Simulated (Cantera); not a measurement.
A perfectly stirred reactor is fed with 40.2 % H₂, 11.8 % O₂, 44.7 % N₂, 3.30 % H₂O, equivalence ratio 1.7, at 0.890 bar; it is adiabatic with a 625 K inlet, and is followed from long to short residence time, starting on the burning branch (τ in s: 0.046, 0.022, 0.011, 0.0053, 0.0026, 0.0013, 0.00062, 0.0003, 0.00015, 7.2e-05, 3.5e-05).

Detailed kinetics in Cantera: the H2/O2 subset of GRI-Mech 3.0, which has no nitrogen chemistry.

Task: Predict: blow-out, bracketed by the residence times tried; x(H₂) at τ = 46.0 ms; x(O₂) at τ = 46.0 ms; x(H₂O) at τ = 46.0 ms; x(H) at τ = 46.0 ms; x(O) at τ = 46.0 ms; x(H₂) at τ = 1.30 ms; x(O₂) at τ = 1.30 ms; x(H₂O) at τ = 1.30 ms; x(H) at τ = 1.30 ms; x(O) at τ = 1.30 ms.

Result: 
| Item | Result |
|---|---|
| blow-out, bracketed by the residence times tried | burning at 35.0 µs, the shortest tried |
| x(H₂) at τ = 46.0 ms | 0.184 |
| x(O₂) at τ = 46.0 ms | 6.24e-5 |
| x(H₂O) at τ = 46.0 ms | 0.302 |
| x(H) at τ = 46.0 ms | 0.00767 |
| x(O) at τ = 46.0 ms | 5.83e-5 |
| x(H₂) at τ = 1.30 ms | 0.175 |
| x(O₂) at τ = 1.30 ms | 0.000785 |
| x(H₂O) at τ = 1.30 ms | 0.291 |
| x(H) at τ = 1.30 ms | 0.0300 |
| x(O) at τ = 1.30 ms | 0.000776 |
